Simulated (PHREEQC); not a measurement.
Solution (25 °C): 23 mmol/kgw HF and 0.25 mmol/kgw (CH3)4NF. Closed to the air; pH follows from the charge balance.

Equilibrium calculation in PHREEQC: ion-association model, phreeqc.dat.

| Property | Value |
|---|---|
| pH | 2.45 |
| ionic strength | 0.00406 mol/kgw |
| total alkalinity | -23.0 meq/kg |

```tsv
species	molality	activity	log γ
HF	0.0189	0.0189	0.000
H+	0.00381	0.00358	-0.027
F-	0.00379	0.00353	-0.030
HF2-	0.000275	0.000256	-0.030
(CH3)4N+	0.000250	0.000233	-0.030
```

Precipitation was switched off in this run. Complexes and solids missing from the database can't appear. (CH3)4N+ isn't in the database: it is added as a free cation with an ion size of 4 Å.
